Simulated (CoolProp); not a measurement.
Vapour-liquid equilibrium of propane (1) + R114 (2) at 1.22 MPa; x and y are mole fractions of (1).

Model: multi-fluid Helmholtz-energy mixture model, Lemmon 2009 and Platzer 1990; pair parameters Bell 2016, in CoolProp. This equation is an older, rougher fit; its heat capacities, sound speeds and derivatives of the liquid may be far off and weren't checked against measurements.

```json
[
 {"x": "0.05", "bubble temperature, mixture model (K)": "360.2", "bubble temperature, Raoult's law (K)": "360.6", "y, mixture model": "0.125", "y, Raoult's law": "0.147"},
 {"x": "0.2", "bubble temperature, mixture model (K)": "346.0", "bubble temperature, Raoult's law (K)": "347.6", "y, mixture model": "0.414", "y, Raoult's law": "0.462"},
 {"x": "0.35", "bubble temperature, mixture model (K)": "335.2", "bubble temperature, Raoult's law (K)": "337.2", "y, mixture model": "0.602", "y, Raoult's law": "0.659"},
 {"x": "0.5", "bubble temperature, mixture model (K)": "326.9", "bubble temperature, Raoult's law (K)": "328.6", "y, mixture model": "0.731", "y, Raoult's law": "0.789"},
 {"x": "0.65", "bubble temperature, mixture model (K)": "320.3", "bubble temperature, Raoult's law (K)": "321.4", "y, mixture model": "0.827", "y, Raoult's law": "0.878"},
 {"x": "0.8", "bubble temperature, mixture model (K)": "314.7", "bubble temperature, Raoult's law (K)": "315.2", "y, mixture model": "0.906", "y, Raoult's law": "0.941"},
 {"x": "0.95", "bubble temperature, mixture model (K)": "309.8", "bubble temperature, Raoult's law (K)": "309.9", "y, mixture model": "0.977", "y, Raoult's law": "0.987"}
]
```

The largest gap from Raoult's law is -2.0 K in bubble temperature, at x = 0.35. No azeotrope shows between x = 0.05 and 0.95.

Pair parameters are fitted to limited data, so mixtures are less certain than the pure fluids.
